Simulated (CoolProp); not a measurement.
Vapour-liquid equilibrium of ethanol (1) + p-xylene (2) at 414.6 K; x and y are mole fractions of (1).

The numbers come from the multi-fluid Helmholtz-energy mixture model, Schroeder 2014 and Zhou 2012; pair parameters Bell 2016 in CoolProp.

```
x     bubble pressure (bar)  y at the bubble point  dew pressure at overall composition x (bar)  liquid density (mol/L)
----  ---------------------  ---------------------  -------------------------------------------  ----------------------
0.05                  2.391                  0.540                                        1.160                   7.221
0.15                  3.987                  0.731                                        1.298                   7.568
0.25                  4.820                  0.784                                        1.472                   7.966
0.35                  5.299                    [?]                                        1.698                   8.426
0.45                    [?]                  0.829                                        2.004                   8.964
0.55                  5.964                  0.848                                        2.441                     [?]
0.65                  6.311                  0.871                                        3.116                   10.35
0.75                  6.703                    [?]                                        4.258                     [?]
0.85                  7.141                    [?]                                        5.996                   12.32
0.95                  7.618                  0.977                                        7.311                   13.62
```

Fill in the missing entries.


- 0.35, y at the bubble point: 0.810
- 0.45, bubble pressure (bar): 5.644
- 0.55, liquid density (mol/L): 9.597
- 0.75, y at the bubble point: 0.900
- 0.75, liquid density (mol/L): 11.24
- 0.85, y at the bubble point: 0.935

No azeotrope shows between x = 0.05 and 0.95.

Pair parameters are fitted to limited data, so mixtures are less certain than the pure fluids. With so large a gap from Raoult's law the liquid may split in two, which this calculation doesn't test in full.
